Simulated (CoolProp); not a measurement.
Model: reference Helmholtz-energy equation of state, Lemmon 2003, in CoolProp. It is a pseudo-pure fit of the blend.

Question: For R404A, give the phase and the density (kg/m³), cv (kJ/(kg K)) at 298.1 K and 20.7 MPa; 355.8 K and 20.7 MPa.

Answer: 
- 298.1 K and 20.7 MPa: liquid; density 1170, cv 0.912
- 355.8 K and 20.7 MPa: supercritical; density 1000, cv 0.987
